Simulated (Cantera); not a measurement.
A closed system holds: 1 mol FeS, 9.5 mol H₂, equilibrated at 1475 K and 10.0 mbar.

Cantera equilibrium calculation (NASA polynomials, part measured and part estimated; ideal gas, pure solids and liquids). Candidate condensed phases: Fe, FeS, FeS₂, S; 8 gas species. Metal and sulfide melt together well below either melting point, which pure phases cannot show. Mutual solubility and eutectic melting of coexisting phases are not modelled. FeS: taken at fixed stoichiometry. Equilibrium is a limit: real reactors are often held back by kinetics, nucleation or transport.

Base state: H₂ 0.984, H₂S 0.0140, S₂ 0.00120, SH 0.000503, H 0.000129, S 1.05e-5 (mole fractions); condensed: Fe(γ) + FeS(l).

Problem. What changes in the equilibrium state with this change: pressure from 10.0 mbar to 80.0 Pa?

Solution. 
```json
[
 {"species": "H₂", "before": "0.984", "after": "0.969"},
 {"species": "S₂", "before": "0.00120", "after": "0.0150"},
 {"species": "H₂S", "before": "0.0140", "after": "0.0138"},
 {"species": "SH", "before": "0.000503", "after": "0.00177"},
 {"species": "Fe", "before": "8.74e-6", "after": "0.000109"},
 {"species": "S", "before": "1.05e-5", "after": "0.000131"},
 {"species": "H", "before": "0.000129", "after": "0.000451"},
 {"species": "Fe(γ), mol", "before": "0.161", "after": "0.440"},
 {"species": "FeS(l), mol", "before": "0.839", "after": "0.559"}
]
```

Problem. What changes in the equilibrium state with this change: pressure from 10.0 mbar to 12.0 Pa?

Solution. 
| species | before | after |
|---|---|---|
| H₂ | 0.984 | 0.942 |
| S₂ | 0.00120 | 0.0439 |
| H₂S | 0.0140 | 0.00888 |
| Fe | 8.74e-6 | 0.000728 |
| S | 1.05e-5 | 0.000580 |
| H | 0.000129 | 0.00115 |
| SH | 0.000503 | 0.00298 |
| Fe(γ), mol | 0.161 | 0.993 |
| FeS(l), mol | 0.839 | 0 |
